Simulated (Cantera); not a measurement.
Feed: 1 mol Si₂H₆, 28 mol H₂O, equilibrated at 0.0100 bar.

Equilibrium computed with Cantera from the NASA thermochemical tables; the gas is ideal and each condensed phase is pure. Candidate condensed phases: H₂O, Si, SiO₂; 18 gas species. The feed counts by its element totals alone. The tables hold silica as quartz up to 1696 K and as liquid above; real silica turns to tridymite and cristobalite and melts near 1996 K. Rates play no part.

### Question
Which condensed phases are stable at each of these points (T (K)): 623, 723, 823, 923, 1023, 1123, 1223, 1323, 1423, 1523, 1623, 1723, 1823, 1923?

### Answer
```tsv
T (K)	condensed phases	Si condensed (%)
623	SiO₂(α-quartz)	100.0
723	SiO₂(α-quartz)	100.0
823	SiO₂(α-quartz)	100.0
923	SiO₂(β-quartz)	100.0
1023	SiO₂(β-quartz)	100.0
1123	SiO₂(β-quartz)	100.0
1223	SiO₂(β-quartz)	100.0
1323	SiO₂(β-quartz)	100.0
1423	SiO₂(β-quartz)	100.0
1523	SiO₂(β-quartz)	100.0
1623	SiO₂(β-quartz)	100.0
1723	SiO₂(condensed)	100.0
1823	SiO₂(condensed)	99.8
1923	SiO₂(condensed)	99.1
```

From 623 K to 823 K the condensed part is SiO₂(α-quartz). From 923 K to 1623 K the condensed part is SiO₂(β-quartz). From 1723 K to 1923 K the condensed part is SiO₂(condensed).
